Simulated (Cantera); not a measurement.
Standard-state values (1 bar) from the NASA 1993 polynomials, evaluated with Cantera. Values are per mole of reaction as written; species without (g) are pure solids or liquids, kept so even where they would boil at 1 bar.

O₂(g) + 4 Cs(g) + 2 H₂O(g) ⇌ 4 CsOH

| T (K) | ΔH° (kJ) | ΔS° (J/K) | ΔG° (kJ) | log10 K |
|---|---|---|---|---|
| 800 | -1376.0 | -671.9 | -838.5 | 54.75 |
| 850 | -1369.5 | -663.9 | -805.1 | 49.48 |
| 900 | -1363.0 | -656.5 | -772.1 | 44.81 |
| 950 | ? | ? | ? | ? |
| 1000 | ? | ? | ? | ? |
| 1050 | ? | ? | ? | ? |
| 1100 | -1337.8 | -631.2 | -643.4 | 30.55 |
| 1150 | -1331.7 | -625.8 | -612.0 | 27.80 |
| 1200 | -1325.6 | -620.6 | -580.9 | 25.28 |

Task: What belongs in the gaps?

Result: 
- 950, ΔH° (kJ): -1356.6
- 950, ΔS° (J/K): -649.6
- 950, ΔG° (kJ): -739.5
- 950, log10 K: 40.66
- 1000, ΔH° (kJ): -1350.2
- 1000, ΔS° (J/K): -643.1
- 1000, ΔG° (kJ): -707.1
- 1000, log10 K: 36.94
- 1050, ΔH° (kJ): -1344.0
- 1050, ΔS° (J/K): -637.0
- 1050, ΔG° (kJ): -675.1
- 1050, log10 K: 33.59
